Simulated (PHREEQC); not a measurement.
## Phosphoric acid bath (model solution)

A solution holds 0.033 mol H3PO4, 0.018 mol HNO3 and 0.0012 mol NiSO4 per kg of water, at 20 °C. Closed to the air; pH follows from the charge balance.

Computed with PHREEQC (ion-association model, wateq4f.dat).

No solid was allowed to form.

### Question
Predict the pH.

### Answer
pH 1.64.

### Question
In which forms is S present?

### Answer
HSO4- 54 %, SO4-2 43 %, NiSO4 2.6 % of the S.

Species that the database lacks are ignored. H3PO4, which wateq4f.dat lacks, is added to it with the constant of phreeqc.dat. The database has no phosphate complexes of Ni.
